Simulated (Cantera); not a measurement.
An isothermal plug-flow reactor at 500 K and 0.987 atm (inlet), inlet velocity 2.9 m/s, active area per volume 5100 1/m; feed H2 : O2 : N2 = 0.013 : 0.09 : 0.79 (molar parts), equivalence ratio 0.072.

Model: Deutschmann's 1995 Pt surface mechanism with GRI-Mech 3.0 gas chemistry, integrated in Cantera. Catalytic surfaces can have several steady states; this one follows from the mechanism file's or the stated starting coverage. Mass transfer to the wall is taken as infinitely fast.

### Question
What does this change do: area per volume 5100 to 2400 1/m?

### Answer
| quantity | before | after |
|---|---|---|
| x(H2) at z = 0.017 m | 7.88e-5 | 0.000167 |
| x(O2) at z = 0.017 m | 0.0942 | 0.0943 |
| x(H2O) at z = 0.017 m | 0.0146 | 0.0145 |
| θ(free Pt) at the exit | 0.00123 | 0.00260 |
| θ(O*) at the exit | 0.993 | 0.990 |
| θ(OH*) at the exit | 0.00540 | 0.00782 |

### Question
What does this change do: pressure from 0.987 atm to 0.306 atm?

### Answer
```csv
quantity,before,after
x(H2) at z = 0.017 m,7.88e-5,7.88e-5
x(O2) at z = 0.017 m,0.0942,0.0942
x(H2O) at z = 0.017 m,0.0146,0.0146
θ(free Pt) at the exit,0.00123,0.00123
θ(O*) at the exit,0.993,0.996
θ(OH*) at the exit,0.00540,0.00301
```
